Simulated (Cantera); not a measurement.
**Silicon carbide growth: Si(CH₃)₄ + C₂H₂ + H₂**

A closed system holds: 1 mol Si(CH₃)₄, 0.092 mol C₂H₂, 550 mol H₂, at 2200 K and 0.133 bar.

Method: chemical equilibrium by Gibbs-energy minimisation in Cantera with the NASA 1993 tables (ideal gas, pure condensed phases). Candidate condensed phases: C, C₆H₆, C₇H₈, C₈H₁₈, Si, SiC; 87 gas species. Gases not in the tables: Si₂H₆ and higher silanes. Equilibrium is a limit: real reactors are often held back by kinetics, nucleation or transport.

```
Property                              Value
--------------------------------  ---------
x(H₂)                                 0.982
x(H)                                 0.0153
x(C₂H₂ (acetylene))                 0.00252
x(Si)                              0.000297
x(SiH)                              4.75e-5
x(CH₄)                              3.38e-5
x(SiH₂)                             3.14e-5
x(SiC₂)                             2.85e-5
x(Si₂C)                             1.74e-5
n(C(graphite))                    0.534 mol
n(SiC(s))                         0.753 mol
gas amount                        560.6 mol
log10 activity of Si(l) (absent)      -0.97
```
